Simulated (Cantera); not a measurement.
An isothermal, constant-pressure homogeneous reactor starts with 4.35 % NH3, 95.7 % N2, at 1975 K and 20000 Pa.

Detailed kinetics in Cantera: the gas-phase N/H chemistry of the illustrative SiF4/NH3 mechanism in the Surface Chemkin manual (1991). Walls and surfaces, which speed up NH3 decomposition in real reactors, are not modelled.

x: mole fraction; the columns are a selection and need not sum to one.

```tsv
t (s)	x NH3	x H2	x N2H4	x NH	x H	x N
0.000400	0.0434	2.84e-5	3.42e-10	___	4.02e-7	9.24e-10
0.00147	0.0432	0.000152	3.84e-9	___	9.65e-7	1.06e-8
0.00543	0.0424	0.00130	8.61e-9	___	4.27e-6	7.30e-8
0.0200	0.0392	0.00599	5.28e-9	___	1.27e-5	3.08e-7
0.0737	0.0294	0.0201	2.39e-9	___	3.54e-5	7.21e-7
0.271	0.0112	0.0462	4.96e-10	___	9.49e-5	8.75e-7
1.00	0.000583	0.0615	6.89e-12	___	0.000286	6.48e-7
3.68	2.61e-6	0.0621	<1e-12	___	0.000764	5.57e-8
13.6	3.87e-7	0.0621	<1e-12	___	0.000767	8.35e-9
50.0	1.06e-7	0.0621	<1e-12	___	0.000767	2.29e-9
```

Problem. What belongs in the gaps?

Solution. 
- 0.000400, x NH: 2.15e-7
- 0.00147, x NH: 1.56e-6
- 0.00543, x NH: 3.64e-6
- 0.0200, x NH: 5.11e-6
- 0.0737, x NH: 5.78e-6
- 0.271, x NH: 4.21e-6
- 1.00, x NH: 1.24e-6
- 3.68, x NH: 3.99e-8
- 13.6, x NH: 5.96e-9
- 50.0, x NH: 1.63e-9
